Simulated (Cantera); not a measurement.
A Cantera script and what it prints.

```python
import numpy as np
import cantera as ct

gas_names = """
    H H2 N NH NH2 NH3 N2 N2H2 N2H4 Si SiH SiH2 SiH3 SiH4 SiN Si2 Si2N Si3
""".split()
cond_names = """
    Si(cr) Si(L) Si3N4(a)
""".split()


# ... load() reads the species with a 1 bar reference pressure and builds the phases ...
atoms = {
    'SiH4': {'Si': 1, 'H': 4},
    'N2': {'N': 2},
}
top_T = {'Si3N4(a)': 2400}  # K; cautious upper limits of use, not melting points


# ... equilibrate(T, P, feed) seeds the gas with the atoms and calls Mixture.equilibrate('TP', solver="vcs", rtol=1e-11, max_steps=5000) ...
results = []
feed = {'SiH4': 1, 'N2': 3.3}  # mol
P = 14  # Pa
for T in [725, 875, 1025, 1175, 1325, 1475, 1625]:
    mix = equilibrate(T, P, feed)
    results.append((T, P, feed, dict(zip(mix.species_names, mix.species_moles))))

top = {s: max(r[3][s] / sum(r[3][g] for g in gas_names) for r in results) for s in gas_names}
cols = sorted((s for s in top if top[s] > 0.0001), key=lambda s: -top[s])[:6]
seen = [c for c in cond_names if any(r[3].get(c, 0) > 1e-12 for r in results)]
print("log10 of partial pressures in bar; condensed amounts in mol")
print(f"{'T/K':>10s}" + "".join(f"{s[:9]:>10s}" for s in cols + seen))
for T, P, feed, n in results:
    ng = sum(n[g] for g in gas_names)
    print(f"{T:10.4g}" + "".join(f"{np.log10(max(n[s] / ng * P / 1e5, 1e-99)):10.3f}" for s in cols)
          + "".join(f"{n.get(c, 0):10.4g}" for c in seen))
```

Output:

```
log10 of partial pressures in bar; condensed amounts in mol
       T/K        N2        H2         H        Si    Si(cr)  Si3N4(a)
       725    -4.099    -4.219   -15.139   -34.035         0    0.3333
       875    -4.099    -4.219   -12.409   -25.411         0    0.3333
      1025    -4.099    -4.219   -10.470   -19.322         0    0.3333
      1175    -4.099    -4.219    -9.021   -14.798         0    0.3333
      1325    -4.099    -4.219    -7.896   -11.308         0    0.3333
      1475    -4.099    -4.219    -6.997    -8.535         0    0.3333
      1625    -4.061    -4.281    -6.292    -6.788    0.9935         0
```

Equilibrium computed with Cantera from the NASA thermochemical tables; the gas is ideal and each condensed phase is pure. N2 is the only nitrogen source here; it is nearly inert below about 1500 K, so the nitride shown seldom forms there in practice.
